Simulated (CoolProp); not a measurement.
Vapour-liquid equilibrium of propane (1) + c-C4F8 (RC318) (2) at 51.55 °C; x and y are mole fractions of (1).

Values from CoolProp's multi-fluid Helmholtz-energy mixture model, Lemmon 2009 and Platzer 1990; pair parameters Bell 2016. This equation is an older, rougher fit; its heat capacities, sound speeds and derivatives of the liquid may be far off and weren't checked against measurements.

**Question.** Give the bubble pressure and the first vapour's composition at x = 0.25, 0.35, 0.45. Is there an azeotrope?

**Answer.** x = 0.25: 1.224 MPa, y = 0.502; x = 0.35: 1.378 MPa, y = 0.585; x = 0.45: 1.500 MPa, y = 0.647. y crosses x between x = 0.85 and 0.95: the model has an azeotrope there.

Pair parameters are fitted to limited data, so mixtures are less certain than the pure fluids.
